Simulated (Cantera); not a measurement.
Input: 1 mol SiO2, 0.65 mol CH4, 1.3 mol CO, held at 37.0 Pa.

Equilibrium computed with Cantera from the NASA thermochemical tables; the gas is ideal and each condensed phase is pure. Candidate condensed phases: C, C6H6, C7H8, C8H18, H2O, Si, SiC, SiO2; 123 gas species. The tables hold silica as quartz up to 1696 K and as liquid above; real silica turns to tridymite and cristobalite and melts near 1996 K. Rates play no part.

Task: Which condensed phases are stable at each of these points (T (K)): 1673, 1748, 1823, 1898, 1973, 2048, 2123, 2198, 2273, 2348?

Result: 
```json
[
 {"T (K)": "1673", "condensed phases": "SiO2(β-quartz)", "Si condensed (%)": "34.5"},
 {"T (K)": "1748", "condensed phases": "SiO2(condensed)", "Si condensed (%)": "32.8"},
 {"T (K)": "1823", "condensed phases": "SiO2(condensed)", "Si condensed (%)": "26.4"},
 {"T (K)": "1898", "condensed phases": "SiO2(condensed)", "Si condensed (%)": "9.3"},
 {"T (K)": "1973", "condensed phases": "gas only", "Si condensed (%)": "0.0"},
 {"T (K)": "2048", "condensed phases": "gas only", "Si condensed (%)": "0.0"},
 {"T (K)": "2123", "condensed phases": "gas only", "Si condensed (%)": "0.0"},
 {"T (K)": "2198", "condensed phases": "gas only", "Si condensed (%)": "0.0"},
 {"T (K)": "2273", "condensed phases": "gas only", "Si condensed (%)": "0.0"},
 {"T (K)": "2348", "condensed phases": "gas only", "Si condensed (%)": "0.0"}
]
```

At 1673 K the condensed part is SiO2(β-quartz). From 1748 K to 1898 K the condensed part is SiO2(condensed). From 1973 K to 2348 K nothing is condensed.
